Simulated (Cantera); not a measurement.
What does this Cantera script print?

```python
import numpy as np
import cantera as ct

gas_names = [...]  # 123 gases of nasa_gas.yaml made of C, H, O, Si
cond_names = """
    C(gr) C6H6(L) C7H8(L) C8H18(L),n-octa H2O(s) H2O(L) Si(cr) Si(L) SiC(b) SiO2(Lqz) SiO2(hqz) SiO2(L)
""".split()


# ... load() reads the species with a 1 bar reference pressure and builds the phases ...
atoms = {
    'SiO2': {'Si': 1, 'O': 2},
    'CH4': {'C': 1, 'H': 4},
    'H2': {'H': 2},
}
top_T = {'C(gr)': 4500, 'SiC(b)': 3050}  # K; cautious upper limits of use, not melting points


# ... equilibrate(T, P, feed) seeds the gas with the atoms and calls Mixture.equilibrate('TP', solver="vcs", rtol=1e-11, max_steps=5000) ...
results = []
feed = {'SiO2': 1, 'CH4': 1, 'H2': 17}  # mol
P = 11000  # Pa
for T in [825, 900, 975, 1050, 1125, 1200, 1275, 1350, 1425, 1500, 1575]:
    mix = equilibrate(T, P, feed)
    results.append((T, P, feed, dict(zip(mix.species_names, mix.species_moles))))

top = {s: max(r[3][s] / sum(r[3][g] for g in gas_names) for r in results) for s in gas_names}
cols = sorted((s for s in top if top[s] > 0.0001), key=lambda s: -top[s])[:7]
seen = [c for c in cond_names if any(r[3].get(c, 0) > 1e-12 for r in results)]
print("log10 of partial pressures in bar; condensed amounts in mol")
print(f"{'T/K':>10s}" + "".join(f"{s[:9]:>10s}" for s in cols + seen))
for T, P, feed, n in results:
    ng = sum(n[g] for g in gas_names)
    print(f"{T:10.4g}" + "".join(f"{np.log10(max(n[s] / ng * P / 1e5, 1e-99)):10.3f}" for s in cols)
          + "".join(f"{n.get(c, 0):10.4g}" for c in seen))
```

Result:

```
log10 of partial pressures in bar; condensed amounts in mol
       T/K        H2       CH4        CO       SiO         H     C(gr)    SiC(b) SiO2(Lqz) SiO2(hqz)
       825    -0.983    -2.214   -10.589   -15.152   -11.592         0 6.485e-09         1         0
       900    -0.973    -2.451    -8.672   -13.219   -10.419    0.4081 2.242e-07         0         1
       975    -0.964    -2.830    -7.311   -11.502    -9.424    0.7478 4.434e-06         0         1
      1050    -0.961    -3.165    -6.148   -10.034    -8.572    0.8824 6.228e-05         0    0.9999
      1125    -0.960    -3.460    -5.142    -8.765    -7.832    0.9384 0.0006253         0    0.9994
      1200    -0.960    -3.721    -4.264    -7.657    -7.185    0.9531  0.004709         0    0.9953
      1275    -0.960    -3.954    -3.491    -6.682    -6.613    0.8969   0.02794         0     0.972
      1350    -0.965    -4.169    -2.806    -5.818    -6.105    0.5778    0.1367         0     0.863
      1425    -0.974    -4.528    -2.430    -4.968    -5.653         0     0.331         0    0.6671
      1500    -0.974    -5.058    -2.426    -4.094    -5.241         0    0.3281         0    0.6575
      1575    -0.976    -5.533    -2.413    -3.309    -4.869         0    0.3039         0    0.6079
```

Equilibrium computed with Cantera from the NASA thermochemical tables; the gas is ideal and each condensed phase is pure. Mutual solubility and eutectic melting of coexisting phases are not modelled. The tables hold silica as quartz up to 1696 K and as liquid above; real silica turns to tridymite and cristobalite and melts near 1996 K.
